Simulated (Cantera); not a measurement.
# Fluorocarbon and chlorocarbon gases: C₂F₆ + CH₄ + H₂

Feed: 1 mol C₂F₆, 0.014 mol CH₄, 17 mol H₂, at 2602 °C and 0.200 bar.

Cantera equilibrium calculation (NASA polynomials, part measured and part estimated; ideal gas, pure solids and liquids). Candidate condensed phases: C, C₆H₆, C₇H₈, C₈H₁₈; 95 gas species. The feed counts by its element totals alone. Kinetics and transport are ignored.

The x(H₂) is 0.530 and the x(HF) comes out as 0.273. The x(H) comes out as 0.172, the x(C₂H₂ (acetylene)) comes out as 0.0226 and the x(C₂H) is 0.00104. The x(F) is 0.000434 and the x(C₄H₂) is 0.000400. The x(C₃) comes out as 0.000387 and the x(C) is 7.32e-5. The n(C(graphite)) is 0.907 mol and the gas amount is 21.94 mol.
